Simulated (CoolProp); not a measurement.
n-heptane along the isotherm 326.85 °C: density (kg/m³) from the reference equation and from simpler models built on Tc = 268.1 °C, pc = 2.774 MPa, ω = 0.349; each cubic takes its own stable root.

Model: reference Helmholtz-energy equation of state, Span 2003, in CoolProp. It is a short technical equation, of lower accuracy than the large ones.

| p (MPa) | phase | reference | ideal gas | van der Waals |
|---|---|---|---|---|
| 0.0867 | gas | 1.755 | 1.741 | 1.754 |
| 0.173 | gas | 3.528 | 3.475 | 3.526 |
| 0.26 | gas | 5.344 | 5.222 | 5.340 |
| 0.347 | gas | 7.190 | 6.970 | 7.182 |
| 0.433 | gas | 9.044 | 8.697 | 9.032 |
| 0.52 | gas | 10.95 | 10.44 | 10.93 |
| 0.607 | gas | 12.89 | 12.19 | 12.87 |
| 0.693 | gas | 14.84 | 13.92 | 14.81 |
| 0.78 | gas | 16.85 | 15.67 | 16.82 |
| 0.867 | gas | 18.90 | 17.41 | 18.86 |
| 0.954 | gas | 20.99 | 19.16 | 20.94 |
| 1.04 | gas | 23.09 | 20.89 | 23.03 |
| 1.13 | gas | 25.34 | 22.70 | 25.27 |
| 1.21 | gas | 27.37 | 24.30 | 27.30 |
| 1.3 | gas | 29.71 | 26.11 | 29.63 |
| 1.39 | gas | 32.10 | 27.92 | 32.02 |
